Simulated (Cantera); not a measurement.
## Thermodynamics of tantalum, niobium, vanadium and zirconium in process gases, feed Ta(OEt)5 + CO2 + H2

Charge: 1 mol Ta(OEt)5, 0.67 mol CO2, a varied amount of H2, at 2275 °C and 1.33 mbar.

Cantera equilibrium calculation (NASA polynomials, part measured and part estimated; ideal gas, pure solids and liquids). Candidate condensed phases: C, C6H6, C7H8, C8H18, H2O, Ta, TaC, Ta2O5; 113 gas species. The feed counts by its element totals alone. TaC: taken at fixed stoichiometry. Condensed phases not in the tables: Ta2C. Rates play no part.

```tsv
n(H2) (mol)	x H	x H2	x CO	x C2H2 (acetylene)	x C3	n C(graphite)	n TaC(s)
33	0.523	0.381	0.0902	0.00502	0.000775	2.35	1.00
41	0.528	0.388	0.0779	0.00512	0.000775	2.17	1.00
50	0.532	0.394	0.0675	0.00520	0.000775	1.98	1.00
61	0.535	0.400	0.0580	0.00527	0.000775	1.74	1.00
74	0.539	0.404	0.0498	0.00534	0.000775	1.46	1.00
91	0.542	0.409	0.0420	0.00540	0.000775	1.10	1.00
110	0.544	0.413	0.0357	0.00545	0.000775	0.688	1.00
140	0.547	0.417	0.0289	0.00550	0.000775	0.0421	1.00
170	0.549	0.420	0.0243	0.00474	0.000613	0	1.000
200	0.551	0.423	0.0210	0.00413	0.000495	0	1.000
250	0.553	0.426	0.0170	0.00341	0.000366	0	1.000
300	0.554	0.428	0.0144	0.00290	0.000286	0	1.000
```
x: gas mole fraction; n: condensed amount in mol.

From 33 mol H2 to 140 mol H2 the condensed part is C(graphite) + TaC(s). From 170 mol H2 to 300 mol H2 the condensed part is TaC(s).
